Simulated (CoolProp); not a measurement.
Benzene along the isobar 95.8 bar: Z from the reference equation and from simpler models built on Tc = 288.9 °C, pc = 49.06 bar, ω = 0.211; each cubic takes its own stable root.

Computed with CoolProp (reference Helmholtz-energy equation of state, Thol 2012).

```
T (°C)          phase  reference  van der Waals  Redlich-Kwong  Soave-Redlich-Kwong  Peng-Robinson
------  -------------  ---------  -------------  -------------  -------------------  -------------
255.45         liquid     0.2814         0.4166         0.3228               0.3174         0.2830
261.95         liquid     0.2832              ?         0.3257               0.3209         0.2866
268.55         liquid     0.2856         0.4175         0.3291               0.3252         0.2908
275.05         liquid     0.2884              ?         0.3330               0.3301         0.2956
281.55         liquid     0.2917         0.4197         0.3374               0.3357         0.3013
288.15         liquid     0.2959         0.4213         0.3425               0.3424         0.3079
294.65  supercritical     0.3007         0.4232         0.3483               0.3500         0.3155
301.15  supercritical     0.3066         0.4256         0.3549               0.3588         0.3244
307.65  supercritical     0.3136         0.4283         0.3624               0.3690         0.3348
314.25  supercritical     0.3223              ?         0.3711               0.3811         0.3470
320.75  supercritical     0.3327         0.4355         0.3809               0.3949         0.3610
327.25  supercritical     0.3453         0.4399         0.3920               0.4107         0.3772
333.75  supercritical     0.3607         0.4449         0.4046               0.4288         0.3955
340.35  supercritical     0.3795         0.4507         0.4189               0.4493         0.4162
346.85  supercritical     0.4015         0.4572         0.4346               0.4714         0.4383
```

Q: What belongs in the gaps?

A: 
- 261.95, van der Waals: 0.4169
- 275.05, van der Waals: 0.4184
- 314.25, van der Waals: 0.4317
